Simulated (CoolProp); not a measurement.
Properties of R236EA along the isobar 39.2 bar.

Computed with CoolProp (reference Helmholtz-energy equation of state, Rui 2013).

```tsv
T (K)	phase	density (kg/m³)	cp (kJ/(kg K))	cv (kJ/(kg K))	expansivity (1/kK)	conductivity (mW/(m K))
335.9	liquid	1318	1.314	0.9291	2.707	69.4
345.4	liquid	1283	1.339	0.9415	2.950	66.5
354.9	liquid	1246	1.369	(withheld)	3.259	63.6
364.4	liquid	1205	1.406	0.9698	3.667	60.7
373.9	liquid	(withheld)	(withheld)	(withheld)	4.235	57.8
383.5	liquid	1111	1.523	1.003	(withheld)	54.9
393	liquid	1052	1.625	1.023	6.515	51.9
402.5	liquid	977.1	1.812	1.047	9.380	48.9
412	liquid	864.5	2.345	1.089	18.75	46.1
```

Fill in the missing entries.


- 354.9, cv (kJ/(kg K)): 0.9550
- 373.9, density (kg/m³): 1161
- 373.9, cp (kJ/(kg K)): 1.455
- 373.9, cv (kJ/(kg K)): 0.9858
- 383.5, expansivity (1/kK): 5.095

Thermal conductivity comes from a separate model (Huber 2003), an estimate that may be off by 10 % or more.
